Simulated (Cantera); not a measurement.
A closed system holds: 1 mol B, 0.62 mol O2, 0.36 mol N2.

Cantera equilibrium calculation (NASA polynomials, part measured and part estimated; ideal gas, pure solids and liquids). Candidate condensed phases: B, BN, B2O3; 17 gas species. Mutual solubility and eutectic melting of coexisting phases are not modelled. The numbers say what is thermodynamically allowed, not how fast it happens.

Problem. What condenses at these points (T in K, P in Pa): (1750, 4600); (1700, 100000); (1800, 220); (2000, 220); (1950, 46)?

Solution. 
```tsv
T (K)	P in Pa	condensed phases	B condensed (%)
1750	4600	BN + B2O3	97.7
1700	100000	BN + B2O3	100.0
1800	220	BN	1.3
2000	220	gas only	0.0
1950	46	gas only	0.0
```
